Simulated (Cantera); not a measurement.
Charge: 1 mol Pb, 1.3 mol CO, 16 mol N2, equilibrated at 975 °C and 7.10 bar.

Method: chemical equilibrium by Gibbs-energy minimisation in Cantera with the NASA 1993 tables (ideal gas, pure condensed phases). Candidate condensed phases: C, Pb, PbO, PbO2, Pb3O4; 27 gas species. Equilibrium is a limit: real reactors are often held back by kinetics, nucleation or transport.

What is the equilibrium state?


```json
{
 "x(N2)": "0.925",
 "x(CO)": "0.0744",
 "x(CO2)": "0.000387",
 "x(Pb)": "0.000184",
 "n(C(graphite))": "0.00670 mol",
 "n(Pb(l))": "0.997 mol",
 "gas_amount": "17.30 mol"
}
```
